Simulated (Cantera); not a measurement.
A freely propagating, adiabatic, planar premixed flame of H2 : O2 : N2 = 1 : 0.263 : 0.989 (molar parts), equivalence ratio 1.9, unburnt at 623 K and 100.0 Torr; mixture-averaged transport, grid criteria slope 0.08 and curve 0.16, no radiation.

Model: the H2/O2 subset of GRI-Mech 3.0, which has no nitrogen chemistry, integrated in Cantera. Burning velocities carry a grid error of a few per cent, more on coarse grids.

x: mole fraction of selected species; z is measured from the peak of heat release.

```
z (mm)       T (K)  u (m/s)        x H2        x O2       x H2O        x OH         x O         x H
------  ----------  -------  ----------  ----------  ----------  ----------  ----------  ----------
-18.7          623     7.43       0.444       0.117       <1e-8       <1e-8       <1e-8       <1e-8
-12.5          623     7.43       0.444       0.117       <1e-8       <1e-8       <1e-8       <1e-8
-9.37          623     7.43       0.444       0.117       <1e-8       <1e-8       <1e-8       <1e-8
-6.25          623     7.43       0.444       0.117     6.73e-8       <1e-8       <1e-8     7.40e-7
-3.12          633     7.54       0.442       0.117    0.000689     2.54e-5     1.14e-5    0.000703
-1.56          751     8.86       0.417       0.113      0.0118    0.000233    0.000299      0.0136
0       (withheld)     12.8  (withheld)  (withheld)  (withheld)  (withheld)  (withheld)  (withheld)
1.56          1353     15.4       0.164     0.00661       0.224     0.00381     0.00409       0.138
3.12          1442     16.4       0.162     0.00248       0.233     0.00446     0.00331       0.132
6.25          1549     17.4       0.171  (withheld)       0.236  (withheld)     0.00315  (withheld)
12.5          1676     18.7       0.182     0.00166       0.238     0.00631     0.00280      0.0998
25.0          1811     20.0       0.192     0.00124       0.242     0.00685     0.00222      0.0809
50.0          1940     21.2       0.202    0.000829       0.246     0.00677     0.00157      0.0629
```

Q: Fill in the missing entries.

A: 
- 0, T (K): 1114
- 0, x H2: 0.266
- 0, x O2: 0.0611
- 0, x H2O: 0.118
- 0, x OH: 0.00229
- 0, x O: 0.00523
- 0, x H: 0.0944
- 6.25, x O2: 0.00199
- 6.25, x OH: 0.00541
- 6.25, x H: 0.118
